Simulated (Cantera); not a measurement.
Equilibrium for roasting and sulfation: MgCO3 + SO2 + N2 + O2

Input: 1 mol MgCO3, 0.064 mol SO2, 0.56 mol N2, 0.95 mol O2, equilibrated at 1050 Torr.

Method: chemical equilibrium by Gibbs-energy minimisation in Cantera with the NASA 1993 tables (ideal gas, pure condensed phases). Candidate condensed phases: C, Mg, MgCO3, MgO, MgS, MgSO4, S; 40 gas species. Mutual solubility and eutectic melting of coexisting phases are not modelled. Kinetics and transport are ignored.

| T (K) | x CO2 | x O2 | x N2 | x SO2 | x SO3 | x NO | x CO | n MgO(s) | n MgSO4(s) |
|---|---|---|---|---|---|---|---|---|---|
| 1198 | 0.400 | 0.370 | 0.224 | 0.00459 | 0.000862 | 0.000136 | 9.26e-9 | 0.950 | 0.0504 |
| 1248 | 0.390 | 0.368 | 0.218 | 0.0202 | 0.00257 | 0.000194 | 2.81e-8 | 0.994 | 0.00571 |
| 1298 | 0.389 | 0.368 | 0.218 | 0.0229 | 0.00203 | 0.000272 | 7.96e-8 | 1.00 | 0 |
| 1348 | 0.389 | 0.368 | 0.218 | 0.0234 | 0.00149 | 0.000372 | 2.09e-7 | 1.00 | 0 |
| 1398 | 0.389 | 0.368 | 0.217 | 0.0238 | 0.00112 | 0.000499 | 5.13e-7 | 1.00 | 0 |
| 1448 | 0.389 | 0.368 | 0.217 | 0.0240 | 0.000849 | 0.000654 | 1.18e-6 | 1.00 | 0 |
| 1498 | 0.389 | 0.368 | 0.217 | 0.0242 | 0.000657 | 0.000843 | 2.57e-6 | 1.00 | 0 |
| 1548 | 0.389 | 0.368 | 0.217 | 0.0244 | 0.000516 | 0.00107 | 5.32e-6 | 1.00 | 0 |
| 1598 | 0.389 | 0.368 | 0.217 | 0.0245 | 0.000411 | 0.00133 | 1.05e-5 | 1.00 | 0 |
x: gas mole fraction; n: condensed amount in mol.

From 1198 K to 1248 K the condensed part is MgO(s) + MgSO4(s). From 1298 K to 1598 K the condensed part is MgO(s).
